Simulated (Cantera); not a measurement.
A closed system holds: 1 mol N2O, 0.93 mol H2, at 3.60 mbar.

Cantera equilibrium calculation (NASA polynomials, part measured and part estimated; ideal gas, pure solids and liquids). Candidate condensed phases: H2O; 24 gas species. Kinetics and transport are ignored. All values below are at 2327 °C.

Base state: N2 0.376, H 0.197, H2O 0.130, H2 0.0943, O 0.0844, OH 0.0626, O2 0.0473, NO 0.00892 (mole fractions); condensed: gas only.

Question: What changes in the equilibrium state with this change: H2 from 0.93 to 0.081 mol?

Answer: 
```tsv
species	before	after
N2	0.376	0.561
O2	0.0473	0.176
O	0.0844	0.163
H	0.197	0.0398
H2	0.0943	0.00387
H2O	0.130	0.0103
OH	0.0626	0.0245
NO	0.00892	0.0211
```
